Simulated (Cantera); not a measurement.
Input (Python, Cantera) and output of one run.

```python
import numpy as np
import cantera as ct

gas_names = """
    N NO2 N2O
""".split()
cond_names = """
    V2O4(I) V2O4(II) V2O4(L) V2O3(s) V2O3(L) V2O5(s) V2O5(L)
""".split()


# ... load() reads the species with a 1 bar reference pressure and builds the phases ...
species = {s.name: s for s in load("nasa_gas.yaml", gas_names) + load("nasa_condensed.yaml", cond_names)}
# Each term lists the table entries of one substance; the one whose range holds T is used.
reactions = {
    '2 V2O4 + N(g) = NO2(g) + 2 V2O3':
        [(-2, ['V2O4(I)', 'V2O4(II)', 'V2O4(L)']), (-1, ['N']), (1, ['NO2']), (2, ['V2O3(s)', 'V2O3(L)'])],
    'V2O3 + NO2(g) = V2O5 + N(g)':
        [(-1, ['V2O3(s)', 'V2O3(L)']), (-1, ['NO2']), (1, ['V2O5(s)', 'V2O5(L)']), (1, ['N'])],
    'N2O(g) + V2O4 = V2O5 + 2 N(g)':
        [(-1, ['N2O']), (-1, ['V2O4(I)', 'V2O4(II)', 'V2O4(L)']), (1, ['V2O5(s)', 'V2O5(L)']), (2, ['N'])],
}


def pick(names, T):
    return next(species[n] for n in names if species[n].thermo.min_temp <= T <= species[n].thermo.max_temp)


results = []
for label, terms in reactions.items():
    print(label)
    print("     T/K   dH/kJ  dS/(J/K)   dG/kJ   log10 K")
    for T in [623, 648, 673, 698, 723, 748, 773, 798, 823]:
        used = [(nu, pick(names, T)) for nu, names in terms]
        dH = sum(nu * s.thermo.h(T) for nu, s in used) / 1e6
        dS = sum(nu * s.thermo.s(T) for nu, s in used) / 1e3
        dG = dH - T * dS / 1e3
        logK = -dG * 1e6 / (ct.gas_constant * T * np.log(10))
        results.append((label, T, dH, dS, dG, logK, [s.name for _, s in used]))
        print(f"{T:8g} {dH:8.1f} {dS:8.1f} {dG:8.1f} {logK:8.2f}")
```

Result:

```
2 V2O4 + N(g) = NO2(g) + 2 V2O3
     T/K   dH/kJ  dS/(J/K)   dG/kJ   log10 K
     623    -44.4     12.8    -52.4     4.40
     648    -44.9     12.2    -52.7     4.25
     673    -45.3     11.6    -53.0     4.12
     698    -45.7     11.0    -53.3     3.99
     723    -46.1     10.4    -53.6     3.87
     748    -46.5      9.8    -53.8     3.76
     773    -46.9      9.3    -54.1     3.65
     798    -47.3      8.8    -54.3     3.56
     823    -47.7      8.3    -54.5     3.46
V2O3 + NO2(g) = V2O5 + N(g)
     T/K   dH/kJ  dS/(J/K)   dG/kJ   log10 K
     623    111.2    -44.4    138.9   -11.64
     648    111.6    -43.8    140.0   -11.28
     673    112.0    -43.2    141.1   -10.95
     698    112.4    -42.7    142.2   -10.64
     723    112.7    -42.2    143.2   -10.35
     748    113.1    -41.6    144.3   -10.07
     773    113.5    -41.2    145.3    -9.82
     798    113.9    -40.7    146.3    -9.58
     823    114.2    -40.2    147.3    -9.35
N2O(g) + V2O4 = V2O5 + 2 N(g)
     T/K   dH/kJ  dS/(J/K)   dG/kJ   log10 K
     623    736.1     98.1    675.0   -56.59
     648    736.4     98.6    672.5   -54.21
     673    736.7     99.1    670.0   -52.00
     698    737.0     99.5    667.5   -49.95
     723    737.3     99.9    665.1   -48.05
     748    737.6    100.3    662.6   -46.27
     773    737.8    100.7    660.0   -44.60
     798    738.1    101.0    657.5   -43.04
     823    738.4    101.3    655.0   -41.57
```

Source: NASA polynomial tables (part measured, part estimated), evaluated in Cantera. Condensed species are held in their standard states even where they would react or evaporate.
